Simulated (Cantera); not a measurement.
An isothermal, constant-pressure homogeneous reactor starts with CH₄ : N₂ = 1 : 38 (molar parts), at 1250 K and 100.0 Torr. Integrator tolerance rtol = 1e-08.

Computed with Cantera and GRI-Mech 3.0 (53 species, 325 reactions). GRI-Mech 3.0 stops at C3 and has no aromatics, soot or wall deposition, so with more carbon than oxygen in the feed, carbon stays in small species such as C2H2 where larger ones or solid carbon would form.

Task: What does this change do: CH4 1 to 1.4 parts?

Result: 
```tsv
quantity	before	after
x(CH₄) at 300 s	0.0230 (gas-phase equilibrium 0.000999)	0.0319 (gas-phase equilibrium 0.00199)
x(CH₃) at 300 s	2.61e-6 (gas-phase equilibrium 1.36e-7)	2.97e-6 (gas-phase equilibrium 2.34e-7)
x(C₂H₄) at 300 s	5.96e-5 (gas-phase equilibrium 7.03e-5)	7.82e-5 (gas-phase equilibrium 0.000154)
x(C₂H) at 300 s	2.12e-12 (gas-phase equilibrium 5.27e-12)	2.34e-12 (gas-phase equilibrium 7.41e-12)
x(C₂H₆) at 300 s	9.41e-6 (gas-phase equilibrium 2.88e-8)	1.20e-5 (gas-phase equilibrium 8.52e-8)
x(CH₂) at 300 s	8.50e-12 (gas-phase equilibrium <1e-12)	7.92e-12 (gas-phase equilibrium <1e-12)
x(C₂H₂) at 300 s	0.00123 (gas-phase equilibrium 0.00258)	0.00166 (gas-phase equilibrium 0.00421)
```

Task: What does this change do: temperature 1250 to 1175 K?

Result: 
| quantity | before | after |
|---|---|---|
| x(CH₄) at 300 s | 0.0230 (gas-phase equilibrium 0.000999) | 0.0254 (gas-phase equilibrium 0.00299) |
| x(CH₃) at 300 s | 2.61e-6 (gas-phase equilibrium 1.36e-7) | 8.32e-7 (gas-phase equilibrium 1.05e-7) |
| x(C₂H₄) at 300 s | 5.96e-5 (gas-phase equilibrium 7.03e-5) | 3.32e-5 (gas-phase equilibrium 0.000197) |
| x(C₂H) at 300 s | 2.12e-12 (gas-phase equilibrium 5.27e-12) | <1e-12 (gas-phase equilibrium <1e-12) |
| x(C₂H₆) at 300 s | 9.41e-6 (gas-phase equilibrium 2.88e-8) | 1.03e-5 (gas-phase equilibrium 1.78e-7) |
| x(CH₂) at 300 s | 8.50e-12 (gas-phase equilibrium <1e-12) | <1e-12 (gas-phase equilibrium <1e-12) |
| x(C₂H₂) at 300 s | 0.00123 (gas-phase equilibrium 0.00258) | 5.25e-5 (gas-phase equilibrium 0.00250) |
